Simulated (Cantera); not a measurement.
**CaCO₃ + H₂ + CO₂ (calcination and drying)**

Input: 1 mol CaCO₃, 0.048 mol H₂, 7 mol CO₂, equilibrated at 100 Pa.

Method: chemical equilibrium by Gibbs-energy minimisation in Cantera with the NASA 1993 tables (ideal gas, pure condensed phases). Candidate condensed phases: C, C₆H₆, C₇H₈, C₈H₁₈, Ca, CaCO₃, CaO, Ca(OH)₂, H₂O; 115 gas species. Kinetics and transport are ignored.

```json
[
 {"T (K)": "823", "x CO₂": "0.987", "x CO": "0.00665", "x O₂": "<1e-12", "x H₂O": "0.00665", "n CaCO₃(calcite)": "1.00", "n CaO(s)": "0"},
 {"T (K)": "1023", "x CO₂": "0.988", "x CO": "0.00592", "x O₂": "<1e-12", "x H₂O": "0.00592", "n CaCO₃(calcite)": "0", "n CaO(s)": "1.00"},
 {"T (K)": "1223", "x CO₂": "0.988", "x CO": "0.00594", "x O₂": "2.44e-8", "x H₂O": "0.00594", "n CaCO₃(calcite)": "0", "n CaO(s)": "1.00"},
 {"T (K)": "1423", "x CO₂": "0.988", "x CO": "0.00606", "x O₂": "5.57e-5", "x H₂O": "0.00594", "n CaCO₃(calcite)": "0", "n CaO(s)": "1.00"},
 {"T (K)": "1623", "x CO₂": "0.977", "x CO": "0.0135", "x O₂": "0.00376", "x H₂O": "0.00586", "n CaCO₃(calcite)": "0", "n CaO(s)": "1.00"},
 {"T (K)": "1823", "x CO₂": "0.920", "x CO": "0.0509", "x O₂": "0.0221", "x H₂O": "0.00540", "n CaCO₃(calcite)": "0", "n CaO(s)": "1.000"},
 {"T (K)": "2023", "x CO₂": "0.769", "x CO": "0.149", "x O₂": "0.0682", "x H₂O": "0.00399", "n CaCO₃(calcite)": "0", "n CaO(s)": "1.000"}
]
```
x: gas mole fraction; n: condensed amount in mol.

At 823 K the condensed part is CaCO₃(calcite). From 1023 K to 2023 K the condensed part is CaO(s).
